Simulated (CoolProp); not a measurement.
Vapour-liquid equilibrium of methanol (1) + ethanol (2) at 378.7 K; x and y are mole fractions of (1).

The numbers come from the multi-fluid Helmholtz-energy mixture model, de Reuck 1993 and Schroeder 2014; pair parameters Bell 2016 in CoolProp.

**Question.** Give the bubble pressure and the first vapour's composition at x = 0.25, 0.35, 0.65. Is there an azeotrope?

**Answer.** x = 0.25: 3.067 bar, y = 0.330; x = 0.35: 3.206 bar, y = 0.441; x = 0.65: 3.635 bar, y = 0.733. No azeotrope shows between x = 0.05 and 0.95.

Pair parameters are fitted to limited data, so mixtures are less certain than the pure fluids.
